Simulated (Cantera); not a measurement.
Cantera run:

```python
import numpy as np
import cantera as ct

gas_names = """
    CL CL2 H HCL H2 N NH NH2 NH3 N2 N2H2 N2H4 Si SiCL SiCL2 SiCL3 SiCL4 SiH SiHCL3 SiH2 SiH2CL2 SiH3
    SiH3CL SiH4 SiN Si2 Si2N Si3
""".split()
cond_names = """
    NH4CL(a) NH4CL(b) Si(cr) Si(L) Si3N4(a)
""".split()


# ... load() reads the species with a 1 bar reference pressure and builds the phases ...
atoms = {
    'Si2Cl6': {'Si': 2, 'CL': 6},
    'N2': {'N': 2},
    'H2': {'H': 2},
}
top_T = {'Si3N4(a)': 2400}  # K; cautious upper limits of use, not melting points


# ... equilibrate(T, P, feed) seeds the gas with the atoms and calls Mixture.equilibrate('TP', solver="vcs", rtol=1e-11, max_steps=5000) ...
results = []
feed = {'Si2Cl6': 1, 'N2': 18, 'H2': 3.5}  # mol
T = 1748.15  # K
P = 1000  # Pa
mix = equilibrate(T, P, feed)
results.append((T, P, feed, dict(zip(mix.species_names, mix.species_moles))))
print(gas.report(threshold=1e-06))
for i in range(1, mix.n_phases):
    print(f"{mix.phase(i).name:16s} {mix.phase_moles(i):12.5e} mol")
```

Result:

```
       temperature   1748.2 K
          pressure   1000 Pa
           density   0.0021908 kg/m^3
  mean mol. weight   31.843 kg/kmol
   phase of matter   gas

                          1 kg             1 kmol
                     ---------------   ---------------
          enthalpy        8.9462e+05        2.8487e+07  J
   internal energy        4.3816e+05        1.3952e+07  J
           entropy            9320.7         2.968e+05  J/K
    Gibbs function       -1.5399e+07       -4.9036e+08  J
 heat capacity c_p            1163.5             37049  J/K
 heat capacity c_v            902.39             28734  J/K

                      mass frac. Y      mole frac. X     chem. pot. / RT
                     ---------------   ---------------   ---------------
                CL        0.00049198        0.00044191           -26.384
                 H        2.3177e-05        0.00073217           -12.972
               HCL          0.091734          0.080121           -39.356
                H2         0.0064842           0.10242           -25.944
                N2           0.64633           0.73466           -31.409
                Si        4.9341e-05        5.5942e-05           -6.0526
              SiCL        0.00033202         0.0001664           -32.437
             SiCL2            0.2489           0.08007           -58.821
             SiCL3         0.0054037         0.0012799           -85.205
             SiCL4        0.00019469        3.6492e-05           -111.59
               SiH        2.1762e-06        2.3819e-06           -19.025
            SiHCL3        4.3669e-05        1.0267e-05           -98.177
               SiN        3.2866e-06        2.4864e-06           -21.757
              Si2N        3.5831e-06        1.6258e-06            -27.81
     [  +14 minor]        2.7067e-06        1.4909e-06

Si(L)             0.00000e+00 mol
Si3N4(a)          0.00000e+00 mol
```

Method: chemical equilibrium by Gibbs-energy minimisation in Cantera with the NASA 1993 tables (ideal gas, pure condensed phases). The feed counts by its element totals alone. The tables' values for SiCl3, SiCl are old estimates; treat these amounts as uncertain.
